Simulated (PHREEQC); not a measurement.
# Acid rinse or clean (model solution)

Solution (25 °C): 0.17 mol H2SO4, 0.031 mol AlCl3 and 0.16 mol MgCl2 per kg of water. Closed to the air; pH follows from the charge balance.

The numbers come from PHREEQC with the ion-association model, phreeqc.dat.

Each row changes one thing in this solution. No solid was allowed to form.

```
case                                                pH  ionic strength (mol/kgw)  Mg+2 (mol/kgw)
------------------------------------------------  ----  ------------------------  --------------
as made                                           0.74                     0.744           0.130
AlCl3 replaced by ZnCl2 at the same molality      0.75                     0.709           0.126
H2SO4 replaced by CdSO4 at the same molality      4.08                     0.544          0.0986
0.3 mol/kgw LiOH added                            1.80                     0.729           0.105
diluted 10-fold with water                        1.64                    0.0809          0.0131
H2SO4 left out                                    3.53                     0.665           0.160
H2SO4 replaced by (NH4)2SO4 at the same molality  4.04                     0.729           0.104
AlCl3 from 0.031 to 0.0341 mol/kgw                0.73                     0.756           0.131
```

The ionic strength passes 0.7 mol/kgw, the rough limit of the ion-association models, in as made; AlCl3 replaced by ZnCl2 at the same molality; 0.3 mol/kgw LiOH added; H2SO4 replaced by (NH4)2SO4 at the same molality; AlCl3 from 0.031 to 0.0341 mol/kgw. Species that the database lacks are ignored. Some of these states are supersaturated (in Gibbsite (slow to form), for instance).
